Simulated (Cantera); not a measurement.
A perfectly stirred reactor is fed with NO : N2 = 1 : 0.14 (molar parts), at 26.3 Torr; it is held at 2023 K, and followed from long to short residence time.

Computed with Cantera and GRI-Mech 3.0 (53 species, 325 reactions). Radical loss at walls, strong at low pressure, is not modelled.

Q: What does this change do: 0.0023 parts H2O added?

A: 
```
quantity                 before     after
---------------------  --------  --------
x(NO) at τ = 6.30 s       0.328     0.324
x(N2O) at τ = 6.30 s    2.72e-5   2.39e-5
x(O2) at τ = 6.30 s       0.273     0.274
x(O) at τ = 6.30 s      0.00229   0.00228
x(NO2) at τ = 6.30 s   0.000115  0.000113
x(NO) at τ = 78.0 ms      0.866     0.865
x(N2O) at τ = 78.0 ms  0.000257  0.000172
x(O2) at τ = 78.0 ms    0.00477   0.00485
x(O) at τ = 78.0 ms    0.000683  0.000421
x(NO2) at τ = 78.0 ms   5.63e-5   3.72e-5
```
